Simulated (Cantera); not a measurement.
Input: 1 mol toluene, 0.098 mol H2O, 0.47 mol H2, held at 2227 °C.

Method: chemical equilibrium by Gibbs-energy minimisation in Cantera with the NASA 1993 tables (ideal gas, pure condensed phases). Candidate condensed phases: C, C6H6, C7H8, C8H18, H2O; 110 gas species. Rates play no part.

Problem. At 0.0100 bar, list the 5 most abundant gas species with their mole fractions, and the condensed phases.

Solution. H2 0.754, H 0.218, CO 0.0187, C2H2 (acetylene) 0.00816, C2H 0.000170. Condensed: C(graphite).
